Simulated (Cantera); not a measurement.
A Cantera script and its output.

```python
import numpy as np
import cantera as ct

surf = ct.Interface("ptcombust.yaml", "Pt_surf")
gas = surf.adjacent["gas"]
gas.TPX = 850, 250000, {'CH4': 0.0044, 'O2': 0.079, 'N2': 0.79, 'H2O': 0.007}
surf.TP = 850, 250000
reactor = ct.FlowReactor(gas, clone=False)
reactor.area = 0.0001  # m2
reactor.surface_area_to_volume_ratio = 2400  # 1/m
reactor.mass_flow_rate = 0.82 * reactor.area * gas.density  # inlet velocity 0.82 m/s
reactor.energy_enabled = False
wall = ct.ReactorSurface(surf, reactor, clone=False)
net = ct.ReactorNet([reactor])
net.rtol, net.atol = 1e-8, 1e-16
show, cover = ['CH4', 'O2', 'H2O', 'CO2', 'CO'], ['PT(S)', 'H(S)', 'O(S)', 'OH(S)', 'CO(S)', 'C(S)']

rows = []
print(f"{'z/m':>9s}{'u/(m/s)':>9s}" + "".join(f"{s:>13s}" for s in show + cover))
for z in [0.00035, 0.00059, 0.00098, 0.0016, 0.0027, 0.0045, 0.0076, 0.013, 0.021, 0.035]:
    net.advance(z)
    rows.append([reactor.speed, *gas[show].X, *surf[cover].coverages])
    print(f"{z:9.4g}{rows[-1][0]:9.3g}" + "".join(f"{x:13.4e}" for x in rows[-1][1:]))
```

Output:

```
      z/m  u/(m/s)          CH4           O2          H2O          CO2           CO        PT(S)         H(S)         O(S)        OH(S)        CO(S)         C(S)
  0.00035     0.82   4.9855e-03   8.9708e-02   7.9753e-03   1.1696e-05   4.6798e-07   4.7260e-02   1.7468e-08   9.5025e-01   2.4853e-03   4.4982e-06   1.1780e-08
  0.00059     0.82   4.9772e-03   8.9691e-02   7.9919e-03   1.9853e-05   6.3618e-07   4.7263e-02   1.7488e-08   9.5024e-01   2.4880e-03   4.5394e-06   1.1763e-08
  0.00098     0.82   4.9637e-03   8.9664e-02   8.0189e-03   3.3213e-05   7.7706e-07   4.7268e-02   1.7520e-08   9.5023e-01   2.4923e-03   4.5686e-06   1.1734e-08
   0.0016     0.82   4.9422e-03   8.9622e-02   8.0618e-03   5.4531e-05   8.5418e-07   4.7275e-02   1.7570e-08   9.5022e-01   2.4991e-03   4.5734e-06   1.1687e-08
   0.0027     0.82   4.9044e-03   8.9546e-02   8.1373e-03   9.2260e-05   8.7403e-07   4.7287e-02   1.7659e-08   9.5019e-01   2.5111e-03   4.5486e-06   1.1605e-08
   0.0045     0.82   4.8431e-03   8.9424e-02   8.2598e-03   1.5346e-04   8.6596e-07   4.7306e-02   1.7801e-08   9.5016e-01   2.5303e-03   4.4969e-06   1.1471e-08
   0.0076     0.82   4.7391e-03   8.9216e-02   8.4674e-03   2.5721e-04   8.4768e-07   4.7339e-02   1.8042e-08   9.5009e-01   2.5627e-03   4.4077e-06   1.1243e-08
    0.013     0.82   4.5629e-03   8.8864e-02   8.8192e-03   4.3302e-04   8.1658e-07   4.7395e-02   1.8444e-08   9.4998e-01   2.6167e-03   4.2558e-06   1.0856e-08
    0.021     0.82   4.3130e-03   8.8365e-02   9.3181e-03   6.8233e-04   7.7241e-07   4.7475e-02   1.9005e-08   9.4983e-01   2.6917e-03   4.0390e-06   1.0303e-08
    0.035     0.82   3.9061e-03   8.7553e-02   1.0130e-02   1.0882e-03   7.0039e-07   4.7607e-02   1.9897e-08   9.4958e-01   2.8099e-03   3.6824e-06   9.3930e-09
```

Computed with Cantera and Deutschmann's 1995 Pt surface mechanism with GRI-Mech 3.0 gas chemistry. Catalytic surfaces can have several steady states; this one follows from the mechanism file's or the stated starting coverage. Mass transfer to the wall is taken as infinitely fast.
